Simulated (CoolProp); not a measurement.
Aqueous ammonia as a coolant, at 1 °C, 1 atm.

Model: Melinder's fits for secondary coolants, in CoolProp.

```csv
mass %,freezing point (°C),cp (kJ/(kg K)),Prandtl number,conductivity (W/(m K)),viscosity (mPa s)
2.1,-2.4,4.212,14.4,0.544,1.86
4.6,-5.6,4.212,14.9,0.530,1.87
7.1,-9.0,4.213,15.4,0.515,?
9.6,-12.9,4.216,16.1,0.501,1.92
12,-17.1,4.219,17.1,0.487,1.97
14.5,-22.2,?,18.3,0.473,2.05
17,-28.0,4.226,19.5,0.460,2.12
19.4,-34.6,4.229,?,0.449,2.17
21.9,?,4.233,21.1,0.439,2.19
24.4,-52.8,4.238,21.4,0.430,2.17
26.9,-65.0,4.244,21.6,0.423,2.15
29.3,-79.3,4.251,?,0.416,2.19
```

Q: What belongs in the gaps?

A: 
- 7.1, viscosity (mPa s): 1.88
- 14.5, cp (kJ/(kg K)): 4.222
- 19.4, Prandtl number: 20.5
- 21.9, freezing point (°C): -42.8
- 29.3, Prandtl number: 22.4
